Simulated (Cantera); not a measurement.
Feed: 1 mol CH3Cl, equilibrated at 1777 °C.

These are equilibrium values from Cantera (NASA tables, ideal gas, pure condensed phases), not measurements of a reactor. Candidate condensed phases: C, C6H6, C7H8, C8H18; 91 gas species. The numbers say what is thermodynamically allowed, not how fast it happens.

x: gas mole fraction; n: condensed amount in mol.

```csv
P (Pa),x H2,x HCl,x H,x Cl,x C2H2 (acetylene),n C(graphite)
1,0.267,0.178,0.371,0.183,0.000284,0.998
5.20,0.383,0.307,0.195,0.116,0.000406,0.998
27,0.446,0.400,0.0922,0.0613,0.000473,0.998
140,0.476,0.453,0.0418,0.0295,0.000505,0.998
720,0.489,0.478,0.0187,0.0135,0.000519,0.998
3700,0.495,0.490,[?],[?],0.000525,0.998
19000,0.497,0.496,[?],[?],0.000528,0.998
100000,0.498,0.498,0.00160,0.00118,0.000529,0.998
```

Q: Complete the blanks.

A: 
- 19000, x H: 0.00367
- 19000, x Cl: 0.00271
- 3700, x H: 0.00830
- 3700, x Cl: 0.00609
